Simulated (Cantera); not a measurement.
# Low-pressure radical oxidation in H2/O2

A perfectly stirred reactor is fed with H2 : O2 : N2 = 0.089 : 1 : 0.066 (molar parts), at 17.3 Torr; it is held at 1173 K, and followed from long to short residence time.

Computed with Cantera and GRI-Mech 3.0 (53 species, 325 reactions). Radical loss at walls, strong at low pressure, is not modelled. The temperature is held fixed by assumption; the heat of reaction is taken as removed at once.

```tsv
τ (s)	x H2	x O2	x H	x OH	x HO2	x H2O
8.2	5.50e-5	0.860	1.38e-5	0.000434	1.16e-6	0.0798
1.7	0.000146	0.859	6.60e-5	0.000736	2.31e-6	0.0795
0.35	0.000380	0.857	0.000312	0.00125	4.04e-6	0.0788
0.073	0.000955	0.852	0.00137	0.00211	6.11e-6	0.0770
0.015	0.00238	0.842	0.00510	0.00342	7.92e-6	0.0724
0.0031	0.00603	0.829	0.0125	0.00510	8.80e-6	0.0631
0.00064	0.0175	0.829	0.0170	0.00672	8.63e-6	0.0480
0.00013	0.0539	0.851	0.00747	0.00452	6.43e-6	0.0172
```
x: mole fraction; the columns are a selection and need not sum to one.
